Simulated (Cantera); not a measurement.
An isothermal, constant-pressure homogeneous reactor starts with 7.14 % C2H6, 92.9 % H2, at 1623 K and 2.85 Torr.

Model: GRI-Mech 3.0 (53 species, 325 reactions), integrated in Cantera. GRI-Mech 3.0 stops at C3 and has no aromatics, soot or wall deposition, so with more carbon than oxygen in the feed, carbon stays in small species such as C2H2 where larger ones or solid carbon would form. Radical loss at walls, strong at low pressure, is not modelled.

Problem. Predict: x(C2H6) at 60.0 s; x(H2) at 60.0 s; x(CH4) at 60.0 s; x(C2H2) at 60.0 s; x(CH2) at 60.0 s; x(H) at 60.0 s.

Solution. 
```
Quantity                                             Result
-----------------  ----------------------------------------
x(C2H6) at 60.0 s  8.28e-9 (gas-phase equilibrium 2.60e-10)
x(H2) at 60.0 s         0.936 (gas-phase equilibrium 0.936)
x(CH4) at 60.0 s   0.00158 (gas-phase equilibrium 0.000214)
x(C2H2) at 60.0 s     0.0617 (gas-phase equilibrium 0.0624)
x(CH2) at 60.0 s    4.00e-8 (gas-phase equilibrium 5.65e-9)
x(H) at 60.0 s      0.00108 (gas-phase equilibrium 0.00109)
```
